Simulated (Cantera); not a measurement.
An isothermal, constant-pressure homogeneous reactor starts with NO : N2 = 1 : 0.16 (molar parts), at 1648 K and 218 Torr. Integrator tolerance rtol = 1e-08.

Computed with Cantera and GRI-Mech 3.0 (53 species, 325 reactions).

**Question.** What does this change do: temperature 1648 to 1698 K?

**Answer.** 
| quantity | before | after |
|---|---|---|
| x(NO) at 8.00 s | 0.708 (gas-phase equilibrium 0.00288) | 0.626 (gas-phase equilibrium 0.00351) |
| x(N2O) at 8.00 s | 0.000176 (gas-phase equilibrium 7.78e-8) | 0.000140 (gas-phase equilibrium 9.37e-8) |
| x(NO2) at 8.00 s | 0.000823 (gas-phase equilibrium 7.88e-6) | 0.000794 (gas-phase equilibrium 8.48e-6) |
| x(O2) at 8.00 s | 0.0762 (gas-phase equilibrium 0.430) | 0.118 (gas-phase equilibrium 0.429) |
| x(O) at 8.00 s | 1.39e-5 (gas-phase equilibrium 3.10e-5) | 2.93e-5 (gas-phase equilibrium 5.36e-5) |
| x(N2) at 8.00 s | 0.215 (gas-phase equilibrium 0.568) | 0.256 (gas-phase equilibrium 0.567) |
